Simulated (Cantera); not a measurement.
What does this Cantera script print?

```python
import numpy as np
import cantera as ct

surf = ct.Interface("diamond.yaml", "diamond_100")
gas, bulk = surf.adjacent["gas"], surf.adjacent["diamond"]
k = surf.kinetics_species_index(bulk.species_names[0])
cover = ["c6HH", "c6H*", "c6*H", "c6**", "c6HM", "c6B"]

rows, drift = [], 0.0
print(f"{'T':>10s}{'um/h':>11s}" + "".join(f"{s:>11s}" for s in cover))
for v in [925, 975, 1025, 1075, 1125, 1175, 1225, 1275, 1325, 1375]:
    T, P, xH, xCH3 = v, 6700, 0.004, 0.00011
    gas.TPX = T, P, {"H": xH, "CH3": xCH3, "CH4": 0.0058, "H2": 1 - xH - xCH3 - 0.0058}
    surf.TP = bulk.TP = T, P
    surf.coverages = "c6H*:0.1, c6HH:0.9"
    surf.advance_coverages(100.0)
    before = surf.coverages
    surf.advance_coverages(100.0)
    drift = max(drift, np.max(np.abs(surf.coverages - before) / (surf.coverages + 1e-9)))
    rate = surf.net_production_rates[k] * bulk.mean_molecular_weight / bulk.density * 3.6e9
    rows.append([rate, *surf[cover].coverages])
    print(f"{v:10.4g}{rate:11.4e}" + "".join(f"{x:11.3e}" for x in rows[-1][1:]))
```

It prints:

```
         T       um/h       c6HH       c6H*       c6*H       c6**       c6HM        c6B
       925 2.5874e+00  6.509e-01  1.196e-02  3.063e-01  5.262e-03  2.006e-02  7.021e-09
       975 3.3223e+00  6.073e-01  1.585e-02  3.477e-01  7.836e-03  1.594e-02  9.015e-09
      1025 4.0021e+00  5.655e-01  2.023e-02  3.857e-01  1.114e-02  1.240e-02  1.086e-08
      1075 4.3530e+00  5.265e-01  2.502e-02  4.199e-01  1.520e-02  9.022e-03  1.181e-08
      1125 4.0258e+00  4.907e-01  3.013e-02  4.502e-01  2.003e-02  5.691e-03  1.092e-08
      1175 3.1001e+00  4.579e-01  3.544e-02  4.761e-01  2.553e-02  2.951e-03  8.412e-09
      1225 2.1861e+00  4.279e-01  4.081e-02  4.972e-01  3.155e-02  1.298e-03  5.932e-09
      1275 1.6613e+00  4.008e-01  4.614e-02  5.138e-01  3.794e-02  5.251e-04  4.508e-09
      1325 1.4729e+00  3.769e-01  5.137e-02  5.264e-01  4.453e-02  2.076e-04  3.997e-09
      1375 1.4202e+00  3.562e-01  5.647e-02  5.356e-01  5.115e-02  8.186e-05  3.854e-09
```

Detailed kinetics in Cantera: the Harris–Goodwin 1993 mechanism for the reconstructed diamond (100) surface.
